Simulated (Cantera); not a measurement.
Feed: 1 mol NaCl, 1.4 mol H₂, equilibrated at 950 K and 0.0143 Torr.

Cantera equilibrium calculation (NASA polynomials, part measured and part estimated; ideal gas, pure solids and liquids). Candidate condensed phases: Na, NaCl; 10 gas species. Equilibrium is a limit: real reactors are often held back by kinetics, nucleation or transport.

Base state: H₂ 0.611, NaCl 0.339, Na₂Cl₂ 0.0488, HCl 0.000463, Na 0.000463 (mole fractions); condensed: gas only.

Problem. What changes in the equilibrium state with this change: H₂ from 1.4 to 270 mol?

Solution. 
```tsv
species	before	after
H₂	0.611	0.996
NaCl	0.339	0.00362
HCl	0.000463	5.41e-5
Na₂Cl₂	0.0488	5.59e-6
Na	0.000463	5.41e-5
```
